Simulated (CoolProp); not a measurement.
Vapour-liquid equilibrium of R134a (1) + dimethyl ether (2) at 70.45 °C; x and y are mole fractions of (1).

The numbers come from the multi-fluid Helmholtz-energy mixture model, Tillner-Roth 1994 and Wu 2011; pair parameters Bell 2016 in CoolProp.

```
x     bubble pressure, mixture model (MPa)  bubble pressure, Raoult's law (MPa)  y, mixture model  y, Raoult's law
----  ------------------------------------  -----------------------------------  ----------------  ---------------
0.05                                 1.817                                1.841             0.048            0.058
0.15                                 1.809                                1.872             0.149            0.171
0.25                                 1.812                                1.903             0.256            0.281
0.35                                 1.827                                1.935             0.366            0.387
0.45                                 1.854                                1.966             0.475            0.489
0.55                                 1.890                                1.997             0.582            0.589
0.65                                 1.934                                2.029             0.684            0.685
0.75                                 1.986                                2.060             0.781            0.778
0.85                                 2.043                                2.091             0.872            0.869
0.95                                 2.106                                2.123             0.958            0.957
```

The largest gap from Raoult's law is -5.7 % in bubble pressure, at x = 0.45. y crosses x between x = 0.15 and 0.25: the model has an azeotrope there.

Pair parameters are fitted to limited data, so mixtures are less certain than the pure fluids.
